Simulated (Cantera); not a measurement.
Stirred combustor or abatement burner

A perfectly stirred reactor is fed with 5.76 % CH₄, 9.61 % O₂, 84.6 % N₂, equivalence ratio 1.2, at 5.00 bar; it is adiabatic with a 400 K inlet, and is followed from long to short residence time, starting on the burning branch (τ in s: 0.092, 0.031, 0.011, 0.0037, 0.0013, 0.00043, 0.00015, 5.1e-05, 1.8e-05).

Detailed kinetics in Cantera: GRI-Mech 3.0 (53 species, 325 reactions).

```tsv
τ (s)	T (K)	x CH₄	x O₂	x C₂H	x H₂O	x HCO	x HCN
0.092	1420	0.00342	0.00407	2.84e-10	0.0957	1.29e-8	4.10e-8
0.031	1321	0.00569	0.0120	4.81e-11	0.0905	5.22e-8	4.94e-9
0.011	400	0.0576	0.0961	<1e-12	<1e-12	<1e-12	<1e-12
0.0037	400	0.0576	0.0961	<1e-12	<1e-12	<1e-12	<1e-12
0.0013	400	0.0576	0.0961	<1e-12	<1e-12	<1e-12	<1e-12
0.00043	400	0.0576	0.0961	<1e-12	<1e-12	<1e-12	<1e-12
0.00015	400	0.0576	0.0961	<1e-12	<1e-12	<1e-12	<1e-12
5.1e-5	400	0.0576	0.0961	<1e-12	<1e-12	<1e-12	<1e-12
1.8e-5	400	0.0576	0.0961	<1e-12	<1e-12	<1e-12	<1e-12
```
x: mole fraction; the columns are a selection and need not sum to one.
